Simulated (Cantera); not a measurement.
## Silicon etching in halogen gases: Si + Cl₂ + H₂

Charge: 1 mol Si, 0.79 mol Cl₂, 4.1 mol H₂, at 602 °C.

Equilibrium computed with Cantera from the NASA thermochemical tables; the gas is ideal and each condensed phase is pure. Candidate condensed phases: Si; 19 gas species. The tables' values for SiCl₃ are old estimates; treat these amounts as uncertain. Rates play no part.

```csv
P (Pa),log p H₂,log p SiCl₄,log p HCl,log p SiHCl₃,log p SiCl₂,n Si(s)
1,-5.06,-6.17,-6.27,-7.62,-7.37,0.652
4.20,-4.43,-5.52,-5.79,-6.82,-7.04,0.638
18,-3.80,-4.87,-5.31,-6.01,-6.72,0.626
75,-3.17,-4.24,-4.84,-5.23,-6.41,0.616
320,-2.54,-3.62,-4.37,-4.45,-6.09,0.606
1300,-1.93,-3.02,-3.92,-3.70,-5.79,0.597
5600,-1.30,-2.41,-3.45,-2.92,-5.49,0.586
24000,-0.67,-1.81,-2.98,-2.15,-5.19,0.574
100000,-0.05,-1.24,-2.53,-1.42,-4.90,0.560
```
log p: log10 of the partial pressure in bar; n: condensed amount in mol.

From 1.00e-5 bar to 1.00 bar the condensed part is Si(s). The main Si-bearing gas is SiCl₄ throughout. The share of Si in condensed phases is highest at 1.00e-5 bar (65.2 %) and lowest at 1.00 bar (56.0 %).
